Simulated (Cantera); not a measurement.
Input: 1 mol BF3, 0.17 mol NH3, equilibrated at 727 °C and 27.0 mbar.

Cantera equilibrium calculation (NASA polynomials, part measured and part estimated; ideal gas, pure solids and liquids). Candidate condensed phases: B, BN; 31 gas species. The numbers say what is thermodynamically allowed, not how fast it happens.

Base state: BF3 0.743, H2 0.185, N2 0.0617, HF 0.0106, BHF2 7.20e-5 (mole fractions); condensed: BN(s).

Task: What changes in the equilibrium state with this change: NH3 from 0.17 to 0.53 mol?

Result: 
```json
[
 {"species": "BF3", "before": "0.743", "after": "0.480"},
 {"species": "H2", "before": "0.185", "after": "0.379"},
 {"species": "N2", "before": "0.0617", "after": "0.126"},
 {"species": "HF", "before": "0.0106", "after": "0.0147"},
 {"species": "BHF2", "before": "7.20e-5", "after": "6.84e-5"},
 {"species": "BN(s), mol", "before": "0.00468", "after": "0.0101"}
]
```
